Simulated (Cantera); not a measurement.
Charge: 1 mol MgO, 4.6 mol H2S, 0.081 mol CO2, equilibrated at 0.160 bar.

Equilibrium computed with Cantera from the NASA thermochemical tables; the gas is ideal and each condensed phase is pure. Candidate condensed phases: C, C6H6, C7H8, C8H18, H2O, H2SO4, Mg, MgCO3, MgO, Mg(OH)2, MgS, MgSO4, S; 130 gas species. Gases not in the tables: S3 to S7. The numbers say what is thermodynamically allowed, not how fast it happens.

At 850 K, list the 7 most abundant gas species with their mole fractions, and the condensed phases.

H2S 0.929, H2 0.0225, H2O 0.0186, S2 0.0129, CO2 0.00858, COS 0.00453, CO 0.00339. Condensed: MgO(s) + MgS(s).
